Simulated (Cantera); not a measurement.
A closed system holds: 1 mol Ti, 1.5 mol CO, 87 mol H2, held at 25.0 Pa.

Equilibrium computed with Cantera from the NASA thermochemical tables; the gas is ideal and each condensed phase is pure. Candidate condensed phases: C, C6H6, C7H8, C8H18, H2O, Ti, TiC, TiO, TiO2, Ti2O3, Ti3O5, Ti4O7; 113 gas species. Mutual solubility and eutectic melting of coexisting phases are not modelled. TiC, TiO: taken at fixed stoichiometry. Condensed phases not in the tables: solid solutions among these carbides, nitrides and lower oxides. Equilibrium is a limit: real reactors are often held back by kinetics, nucleation or transport.

Question: What share of the Ti ends up in condensed phases as a function of T (K), at 1275, 1375, 1475, 1575, 1675, 1775, 1875, 1975?

Answer: 
| T (K) | Ti condensed (%) | as |
|---|---|---|
| 1275 | 100.0 | TiC(s) + Ti2O3(s) |
| 1375 | 100.0 | TiC(s) + Ti2O3(s) |
| 1475 | 100.0 | TiC(s) + TiO(s) |
| 1575 | 100.0 | TiC(s) + TiO(s) |
| 1675 | 99.9 | TiC(s) + TiO(s) |
| 1775 | 99.0 | TiC(s) + TiO(s) |
| 1875 | 87.1 | TiC(s) + TiO(s) |
| 1975 | 9.8 | TiC(s) |
